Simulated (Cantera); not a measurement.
Input: 1 mol CH₄, 1.5 mol H₂, 1.3 mol N₂, held at 2475 K and 1.00 bar.

These are equilibrium values from Cantera (NASA tables, ideal gas, pure condensed phases), not measurements of a reactor. Candidate condensed phases: C, C₆H₆, C₇H₈, C₈H₁₈; 92 gas species. Kinetics and transport are ignored.

Base state: H₂ 0.691, N₂ 0.253, HCN 0.0278, H 0.0187, C₂H₂ (acetylene) 0.00672, HNC 0.00316, CH₄ 7.45e-5, CN 4.20e-5 (mole fractions); condensed: C(graphite).

Question: What changes in the equilibrium state with this change: temperature from 2475 K to 1200 K?

Answer: 
```json
[
 {"species": "H₂", "before": "0.691", "after": "0.719"},
 {"species": "N₂", "before": "0.253", "after": "0.273"},
 {"species": "CH₄", "before": "7.45e-5", "after": "0.00816"},
 {"species": "HCN", "before": "0.0278", "after": "3.30e-5"},
 {"species": "H", "before": "0.0187", "after": "1.67e-7"},
 {"species": "C₂H₂ (acetylene)", "before": "0.00672", "after": "7.38e-8"},
 {"species": "CN", "before": "4.20e-5", "after": "<1e-9"},
 {"species": "C₄H₂", "before": "2.70e-5", "after": "<1e-9"},
 {"species": "HNC", "before": "0.00316", "after": "1.65e-7"},
 {"species": "C₂N₂", "before": "1.69e-5", "after": "<1e-9"},
 {"species": "C(graphite), mol", "before": "0.783", "after": "0.961"}
]
```
